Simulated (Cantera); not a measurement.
An isothermal, constant-pressure homogeneous reactor starts with NO : N2 = 1 : 0.22 (molar parts), at 2150 K and 0.310 bar.

Cantera simulation using GRI-Mech 3.0 (53 species, 325 reactions); the numbers are that mechanism's predictions, not measurements.

x: mole fraction; the columns are a selection and need not sum to one.

```csv
t (s),x NO,x O2,x O,x N2O,x N2,x NO2
0.000300,0.819,2.73e-5,0.000184,0.000151,0.180,5.07e-5
0.00139,0.817,0.000767,0.000510,0.000299,0.181,0.000155
0.00646,0.806,0.00595,0.000590,0.000301,0.187,0.000181
0.0300,0.756,0.0309,0.000809,0.000254,0.212,0.000252
0.139,[?],[?],[?],[?],[?],[?]
0.646,0.105,0.356,0.00211,4.22e-6,0.537,0.000104
3.00,0.0147,0.401,0.00224,3.70e-7,0.582,1.54e-5
13.9,0.0134,0.402,0.00224,3.58e-7,0.583,1.41e-5
64.6,0.0134,0.402,0.00224,3.58e-7,0.583,1.41e-5
300,0.0134,0.402,0.00224,3.58e-7,0.583,1.41e-5
```

Question: What belongs in the gaps?

Answer: 
- 0.139, x NO: 0.533
- 0.139, x O2: 0.142
- 0.139, x O: 0.00141
- 0.139, x N2O: 0.000114
- 0.139, x N2: 0.323
- 0.139, x NO2: 0.000336
